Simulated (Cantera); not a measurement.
Charge: 1 mol Si, 0.95 mol Br₂, equilibrated at 923 K and 100000 Pa.

These are equilibrium values from Cantera (NASA tables, ideal gas, pure condensed phases), not measurements of a reactor. Candidate condensed phases: Br₂, Si; 9 gas species. The tables' values for SiBr₃ are old estimates; treat these amounts as uncertain. Kinetics and transport are ignored.

Base state: SiBr₄ 0.999, SiBr₃ 0.000912, SiBr₂ 0.000389 (mole fractions); condensed: Si(s).

Task: What changes in the equilibrium state with this change: pressure from 100000 Pa to 133 Pa?

Result: 
```json
[
 {"species": "SiBr₄", "before": "0.999", "after": "0.985"},
 {"species": "SiBr₂", "before": "0.000389", "after": "0.0106"},
 {"species": "SiBr₃", "before": "0.000912", "after": "0.00472"},
 {"species": "Si(s), mol", "before": "0.525", "after": "0.522"}
]
```
